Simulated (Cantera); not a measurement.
Feed: 1 mol BF3, 9 mol O2, held at 360 Pa.

Cantera equilibrium calculation (NASA polynomials, part measured and part estimated; ideal gas, pure solids and liquids). Candidate condensed phases: B, B2O3; 21 gas species. The tables' values for BF2 are old estimates; treat these amounts as uncertain. Kinetics and transport are ignored.

x: gas mole fraction; nothing condenses.

| T (°C) | x O2 | x F | x O | x BF3 | x BOF |
|---|---|---|---|---|---|
| 527 | 0.900 | 4.54e-11 | 1.26e-12 | 0.100 | 1.29e-12 |
| 727 | 0.900 | 2.27e-8 | 2.49e-9 | 0.100 | 7.12e-9 |
| 927 | 0.900 | 2.17e-6 | 3.96e-7 | 0.1000 | 9.87e-7 |
| 1127 | 0.900 | … | … | 0.1000 | … |
| 1327 | 0.899 | … | … | 0.0996 | … |
| 1527 | 0.893 | 0.00520 | 0.00192 | 0.0969 | 0.00258 |
| 1727 | 0.868 | 0.0238 | 0.0104 | 0.0858 | 0.0119 |
| 1927 | 0.794 | 0.0733 | 0.0402 | 0.0558 | 0.0366 |
| 2127 | 0.662 | 0.136 | 0.118 | 0.0157 | 0.0679 |

Q: Complete the blanks.

A: 
- 1127, x F: 6.04e-5
- 1127, x O: 1.50e-5
- 1127, x BOF: 2.94e-5
- 1327, x F: 0.000742
- 1327, x O: 0.000229
- 1327, x BOF: 0.000367
